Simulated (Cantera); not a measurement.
A diamond (100) surface in a fixed gas of H2 with x(CH4) = 0.029, x(H) = 0.018, x(CH3) = 0.00083, 0.210 bar; coverages are run to steady state.

Detailed kinetics in Cantera: the Harris–Goodwin 1993 mechanism for the reconstructed diamond (100) surface.

One state of this run: growth (µm/h) = 147; θ c6HH = 0.388; θ c6H* = 0.0468; θ c6*H = 0.513; θ c6** = 0.0416; θ c6HM = 0.00564. θ: site fractions in the mechanism's names (c6HH fully hydrogenated, c6H* and c6*H radical sites, c6** diradical, c6HM methylated).

Problem. Which value of T (K) does it belong to?
A) 1125
B) 975
C) 1275
D) 1050

Solution. C, 1275
